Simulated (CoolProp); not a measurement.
Properties of R507A along the isotherm -17.75 °C (Tc = 70.6 °C, pc = 3705 kPa, ω = 0.286).

Model: reference Helmholtz-energy equation of state, Lemmon 2003, in CoolProp. It is a pseudo-pure fit of the blend.

| p (kPa) | phase | Z | cp (kJ/(kg K)) | speed of sound (m/s) | viscosity (µPa s) |
|---|---|---|---|---|---|
| 29.3 | gas | 0.9916 | ? | 154.2 | 10.3 |
| 66.7 | gas | 0.9807 | 0.7982 | 153.0 | 10.3 |
| 152 | gas | 0.9553 | 0.8255 | 150.0 | 10.3 |
| 786 | liquid | 0.02990 | ? | 578.1 | ? |
| 1790 | liquid | 0.06785 | 1.305 | ? | 241 |
| 4070 | liquid | 0.1531 | 1.291 | 609.0 | ? |
| 9260 | liquid | 0.3428 | ? | 650.9 | ? |

Some entries are withheld; supply them.


- 29.3, cp (kJ/(kg K)): 0.7864
- 786, cp (kJ/(kg K)): 1.311
- 786, viscosity (µPa s): 236
- 1790, speed of sound (m/s): 588.0
- 4070, viscosity (µPa s): 251
- 9260, cp (kJ/(kg K)): 1.268
- 9260, viscosity (µPa s): 273

Viscosity comes from a separate model (Geller 2000).
